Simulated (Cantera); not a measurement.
A closed system holds: 1 mol FeS, 0.16 mol O₂, 7.5 mol H₂O, held at 402 °C and 16.0 mbar.

Cantera equilibrium calculation (NASA polynomials, part measured and part estimated; ideal gas, pure solids and liquids). Candidate condensed phases: Fe, FeO, Fe(OH)₂, Fe(OH)₃, FeS, FeSO₄, FeS₂, Fe₂O₃, Fe₂(SO₄)₃, Fe₃O₄, H₂O, H₂SO₄, S; 22 gas species. FeS: taken at fixed stoichiometry. Kinetics and transport are ignored.

Base state: H₂O 0.994, H₂S 0.00479, H₂ 0.00106, SO₂ 4.80e-5 (mole fractions); condensed: FeS(s) + FeS₂(s) + Fe₃O₄(s).

What changes in the equilibrium state with this change: O₂ from 0.16 to 2.8 mol?


```csv
species,before,after
H₂O,0.994,0.931
O₂,<1e-9,0.0683
SO₃,<1e-9,0.000397
H₂S,0.00479,<1e-9
H₂,0.00106,<1e-9
SO₂,4.80e-5,2.24e-5
"FeS(s), mol",0.492,0
"FeS₂(s), mol",0.236,0
"Fe₃O₄(s), mol",0.0908,0
"Fe₂O₃(s), mol",0,0.168
"Fe₂(SO₄)₃(s), mol",0,0.332
```
